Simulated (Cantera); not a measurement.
A closed system holds: 1 mol Si₃N₄, 0.71 mol N₂O, 50 mol H₂, 0.57 mol CO₂, held at 1875 °C and 1.10e-6 bar.

Cantera equilibrium calculation (NASA polynomials, part measured and part estimated; ideal gas, pure solids and liquids). Candidate condensed phases: C, C₆H₆, C₇H₈, C₈H₁₈, H₂O, Si, SiC, SiO₂, Si₂N₂O, Si₃N₄; 151 gas species. Rates play no part.

Base state: H 0.888, H₂ 0.0499, N₂ 0.0268, Si 0.0170, SiO 0.0126, CO 0.00563 (mole fractions); condensed: gas only.

What changes in the equilibrium state with this change: Si₃N₄ replaced by Si?


| species | before | after |
|---|---|---|
| H | 0.888 | 0.920 |
| H₂ | 0.0499 | 0.0536 |
| SiO | 0.0126 | 0.0103 |
| N₂ | 0.0268 | 0.00729 |
| Si | 0.0170 | 6.11e-7 |
| H₂O | 3.95e-9 | 9.58e-5 |
| OH | 9.04e-9 | 0.000212 |
| O | 1.13e-7 | 0.00256 |
| CO | 0.00563 | 0.00586 |

What changes in the equilibrium state with this change: Si₃N₄ replaced by SiC?


```json
[
 {"species": "H", "before": "0.888", "after": "0.914"},
 {"species": "H₂", "before": "0.0499", "after": "0.0529"},
 {"species": "CO", "before": "0.00563", "after": "0.0160"},
 {"species": "N₂", "before": "0.0268", "after": "0.00724"},
 {"species": "SiO", "before": "0.0126", "after": "0.00285"},
 {"species": "Si", "before": "0.0170", "after": "0.00734"}
]
```

What changes in the equilibrium state with this change: temperature from 1875 °C to 1400 °C?


```csv
species,before,after
H₂,0.0499,0.797
H,0.888,0.0969
N₂,0.0268,0.0458
SiO,0.0126,0.0217
Si,0.0170,0.0290
SiH,1.95e-6,4.59e-5
CO,0.00563,0.00962
```
